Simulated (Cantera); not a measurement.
A closed system holds: 1 mol SiC, 2.6 mol H₂O, 910 mol N₂, equilibrated at 1450 °C and 1.20 Pa.

Cantera equilibrium calculation (NASA polynomials, part measured and part estimated; ideal gas, pure solids and liquids). Rates play no part.

```json
[
 {"species": "N₂", "before": "0.994", "after": "0.992"},
 {"species": "H", "before": "0.00196", "after": "0.00551"},
 {"species": "SiO", "before": "0.00109", "after": "0.00109"},
 {"species": "H₂", "before": "0.00139", "after": "7.25e-5"},
 {"species": "H₂O", "before": "0.000456", "after": "1.29e-6"},
 {"species": "CO₂", "before": "9.35e-5", "after": "4.05e-6"},
 {"species": "O", "before": "3.97e-5", "after": "0.000584"},
 {"species": "OH", "before": "3.53e-5", "after": "1.06e-5"},
 {"species": "NO", "before": "1.87e-5", "after": "4.50e-5"},
 {"species": "CO", "before": "0.000999", "after": "0.00109"}
]
```
Gas species are given as mole fractions.

**Question.** What was changed between the two runs?
A) temperature from 1450 °C to 1100 °C
B) H₂O from 2.6 to 0.0045 mol
C) temperature from 1450 °C to 1075 °C
D) temperature from 1450 °C to 1775 °C

**Answer.** D, temperature from 1450 °C to 1775 °C
